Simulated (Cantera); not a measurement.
An isothermal, constant-pressure homogeneous reactor starts with 90.1 % NH3, 9.91 % H2, at 1775 K and 0.0590 bar.

Model: the gas-phase N/H chemistry of the illustrative SiF4/NH3 mechanism in the Surface Chemkin manual (1991), integrated in Cantera. Walls and surfaces, which speed up NH3 decomposition in real reactors, are not modelled.

One state of this run: x NH3 = 0.497; x H2 = 0.396; x NH2 = 0.000285; x NH = 2.89e-6; x N2H2 = 1.44e-6; x N = 1.30e-7. x: mole fraction; the columns are a selection and need not sum to one.

Problem. Which value of t (s) does it belong to?
(A) 2.52
(B) 0.904
(C) 0.0420
(D) 0.0151

Solution. A, 2.52
